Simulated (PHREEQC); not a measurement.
**Sulfide liquor: speciation**

A solution holds 5.5 mmol/kgw H2S and 4.3 mmol/kgw NaHCO3, at 25 °C. Closed to the air; pH follows from the charge balance.

Model: ion-association model, wateq4f.dat, run in PHREEQC.

No solid was allowed to form.

Problem. Estimate the pH, ionic strength.

Solution. pH 6.54; ionic strength 0.00430 mol/kgw.

Problem. In which forms is C present?

Solution. HCO3- 62 %, CO2 38 % of the C.

The polysulfide entries of wateq4f.dat were taken out for this run.
